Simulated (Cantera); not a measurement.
Input (Python, Cantera):

```python
import numpy as np
import cantera as ct

surf = ct.Interface("ptcombust.yaml", "Pt_surf")
gas = surf.adjacent["gas"]
gas.TPX = 1000, 290000, {'H2': 0.0044, 'O2': 0.028, 'N2': 0.79}
surf.TP = 1000, 290000
reactor = ct.FlowReactor(gas, clone=False)
reactor.area = 0.0001  # m2
reactor.surface_area_to_volume_ratio = 280  # 1/m
reactor.mass_flow_rate = 0.34 * reactor.area * gas.density  # inlet velocity 0.34 m/s
reactor.energy_enabled = False
wall = ct.ReactorSurface(surf, reactor, clone=False)
net = ct.ReactorNet([reactor])
net.rtol, net.atol = 1e-8, 1e-16
show, cover = ['H2', 'O2', 'H2O'], ['PT(S)', 'H(S)', 'O(S)', 'OH(S)', 'CO(S)', 'C(S)']

rows = []
print(f"{'z/m':>9s}{'u/(m/s)':>9s}" + "".join(f"{s:>13s}" for s in show + cover))
for z in [4.1e-05, 6.8e-05, 0.00011, 0.00019, 0.00031, 0.00052, 0.00087, 0.0015, 0.0024, 0.0041]:
    net.advance(z)
    rows.append([reactor.speed, *gas[show].X, *surf[cover].coverages])
    print(f"{z:9.4g}{rows[-1][0]:9.3g}" + "".join(f"{x:13.4e}" for x in rows[-1][1:]))
```

Output:

```
      z/m  u/(m/s)           H2           O2          H2O        PT(S)         H(S)         O(S)        OH(S)        CO(S)         C(S)
  4.1e-05     0.34   3.5522e-03   3.3176e-02   1.8028e-03   2.8781e-01   5.9692e-07   7.1004e-01   2.1448e-03  -2.7646e-28  -4.9225e-30
  6.8e-05     0.34   2.8132e-03   3.2818e-02   2.5438e-03   2.6420e-01   5.2464e-07   7.3363e-01   2.1656e-03  -2.0972e-27  -1.4901e-29
  0.00011    0.339   2.0163e-03   3.2432e-02   3.3428e-03   2.4250e-01   4.6243e-07   7.5531e-01   2.1889e-03   3.3624e-29   1.0209e-29
  0.00019    0.339   1.1276e-03   3.2002e-02   4.2339e-03   2.2225e-01   4.0759e-07   7.7553e-01   2.2154e-03  -1.0174e-26  -6.9397e-29
  0.00031    0.339   5.0018e-04   3.1698e-02   4.8629e-03   2.1004e-01   3.7587e-07   7.8772e-01   2.2343e-03   3.1815e-27   2.0366e-29
  0.00052    0.339   1.2801e-04   3.1518e-02   5.2360e-03   2.0350e-01   3.5922e-07   7.9425e-01   2.2455e-03  -7.0793e-26  -4.8701e-28
  0.00087    0.339   1.3759e-05   3.1462e-02   5.3506e-03   2.0158e-01   3.5440e-07   7.9617e-01   2.2490e-03  -8.9620e-25  -6.5235e-27
   0.0015    0.339   2.5218e-07   3.1456e-02   5.3641e-03   2.0135e-01   3.5383e-07   7.9639e-01   2.2494e-03   1.3280e-28   9.1814e-31
   0.0024    0.339   8.7318e-10   3.1456e-02   5.3644e-03   2.0135e-01   3.5382e-07   7.9640e-01   2.2494e-03   2.1704e-28   1.5005e-30
   0.0041    0.339   3.9278e-11   3.1456e-02   5.3644e-03   2.0135e-01   3.5382e-07   7.9640e-01   2.2494e-03   1.1260e-28   7.7846e-31
```

Computed with Cantera and Deutschmann's 1995 Pt surface mechanism with GRI-Mech 3.0 gas chemistry. Catalytic surfaces can have several steady states; this one follows from the mechanism file's or the stated starting coverage. Mass transfer to the wall is taken as infinitely fast.
